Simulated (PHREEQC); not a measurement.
PHREEQC input (ion-association model, wateq4f.dat):

```
SOLUTION_MASTER_SPECIES
  An  An-  0  An  62.0  # stands for a non-complexing anion
SOLUTION_SPECIES
  An- = An-
    -log_k 0
    -gamma 3.0 0
PHASES
  Fix_H+
    H+ = H+
    -log_k 0
SOLUTION 1
  temp 25
  units mmol/kgw
  pH 7 charge
  Cl 0.0586
  Ni 0.0083
  Sr 0.021
  Na 5
  An 5
END
SELECTED_OUTPUT 1
  -reset false
  -pH true
  -pe true
  -ionic_strength true
  -water true
  -totals Cl Na Ni Sr
  -molalities Hfo_wOH Hfo_wOH2+ Hfo_wO- Hfo_sOH Hfo_sOH2+ Hfo_sO- Hfo_sONi+ Hfo_wONi+ Hfo_sOHSr+2 Hfo_wOSr+
    Hfo_wOSrOH
  -saturation_indices Ni(OH)2 Halite
USER_PUNCH 1
  -headings sigma psi
  10 PUNCH EDL("sigma", "Hfo"), EDL("psi", "Hfo")
PRINT
  -reset false
USE solution 1
SURFACE 1
  Hfo_wOH 4.26966e-05 600 0.019
  Hfo_sOH 1.06742e-06
EQUILIBRIUM_PHASES 1
  Fix_H+ -3 HAn 10
    -force_equality true
  O2(g) -0.68 10
END
# ... the last block is repeated for the other 12 points of pH, with NaOH or the acid as the point needs
```

Selected output (columns that matter, 13 of 13 rows; pH added in front):

```
pH	mu	Na	Ni	Sr	m_Hfo_wOH	m_Hfo_wOH2+	m_Hfo_wO-	m_Hfo_sOH	m_Hfo_sOH2+	m_Hfo_sO-	si_Ni(OH)2	si_Halite	sigma	psi
3	0.0061836	0.005	8.3e-06	2.1e-05	7.7221e-06	3.4935e-05	3.9103e-08	1.9305e-07	8.7339e-07	9.7758e-10	-10.026	-8.1877	0.30276	0.215
3.5	0.0054418	0.005	8.3e-06	2.1e-05	1.4378e-05	2.815e-05	1.6825e-07	3.5946e-07	7.0375e-07	4.2062e-09	-9.018	-8.1836	0.24277	0.20694
4	0.0052059	0.005	8.3e-06	2.1e-05	2.0691e-05	2.1551e-05	4.5508e-07	5.1725e-07	5.3875e-07	1.1377e-08	-8.0152	-8.1823	0.18303	0.19358
4.5	0.0051296	0.005	8.2997e-06	2.1e-05	2.5659e-05	1.6101e-05	9.3678e-07	6.413e-07	4.0241e-07	2.3413e-08	-7.0143	-8.1818	0.13156	0.17702
5	0.005104	0.005	8.2977e-06	2.1e-05	2.9042e-05	1.2051e-05	1.6035e-06	7.2456e-07	3.0064e-07	4.0004e-08	-6.0142	-8.1817	0.090653	0.15807
5.5	0.0050948	0.005	8.2824e-06	2.1e-05	3.1045e-05	9.269e-06	2.382e-06	7.6395e-07	2.2809e-07	5.8617e-08	-5.0149	-8.1816	0.059879	0.13694
6	0.0050908	0.005	8.1733e-06	2.1e-05	3.2084e-05	7.4332e-06	3.1724e-06	7.1235e-07	1.6504e-07	7.0437e-08	-4.0206	-8.1816	0.03794	0.11388
6.5	0.0050878	0.005	7.716e-06	2.0999e-05	3.2556e-05	6.1095e-06	3.9744e-06	4.1164e-07	7.7248e-08	5.0251e-08	-3.0457	-8.1816	0.023254	0.089718
7	0.0050858	0.0050011	6.9441e-06	2.0999e-05	3.2452e-05	5.0399e-06	4.787e-06	9.8348e-08	1.5274e-08	1.4507e-08	-2.0918	-8.1815	0.013642	0.065002
7.5	0.0050845	0.0050059	5.0604e-06	2.0998e-05	3.0867e-05	3.6503e-06	5.9795e-06	1.9699e-08	2.3296e-09	3.8161e-09	-1.2302	-8.181	0.0077192	0.042425
8	0.0050825	0.0050132	2.0423e-06	2.0993e-05	2.7374e-05	2.157e-06	7.9585e-06	7.4897e-09	5.9017e-10	2.1775e-09	-0.6278	-8.1804	0.0039199	0.023277
8.5	0.0050834	0.0050193	3.9786e-07	2.096e-05	2.4874e-05	1.5017e-06	9.439e-06	5.1538e-09	3.1113e-10	1.9557e-09	-0.351	-8.1799	8.8379e-05	0.00054289
9	0.0050904	0.0050284	5.7967e-08	2.0692e-05	2.3628e-05	1.2366e-06	1.0343e-05	4.4529e-09	2.3305e-10	1.9491e-09	-0.2431	-8.1791	-0.0043022	-0.025366
```

The oxide is taken as insoluble; below pH 4 it would dissolve.
